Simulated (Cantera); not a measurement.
Charge: 1 mol SiCl4, 0.75 mol Cl2, 8.3 mol H2, held at 650 K and 1 atm.

Cantera equilibrium calculation (NASA polynomials, part measured and part estimated; ideal gas, pure solids and liquids). Candidate condensed phases: Si; 19 gas species. The numbers say what is thermodynamically allowed, not how fast it happens.

Base state: H2 0.751, HCl 0.149, SiCl4 0.0995, SiHCl3 4.07e-5 (mole fractions); condensed: gas only.

Q: What changes in the equilibrium state with this change: temperature from 650 K to 1098.15 K?

A: 
```
species  before     after
-------  ------  --------
H2        0.751     0.744
HCl       0.149     0.156
SiCl4    0.0995    0.0926
SiCl3     <1e-9  0.000405
SiH2Cl2   <1e-9   5.34e-5
SiCl2     <1e-9   2.50e-5
```
The tables' values for SiCl3 are old estimates; treat these amounts as uncertain.

Q: What changes in the equilibrium state with this change: temperature from 650 K to 1323.15 K?

A: 
```
species   before     after
-------  -------  --------
H2         0.751     0.723
HCl        0.149     0.178
SiCl4     0.0995    0.0728
SiHCl3   4.07e-5    0.0150
SiCl3      <1e-9   0.00693
SiCl2      <1e-9   0.00360
SiH2Cl2    <1e-9  0.000442
```
The tables' values for SiCl3 are old estimates; treat these amounts as uncertain.
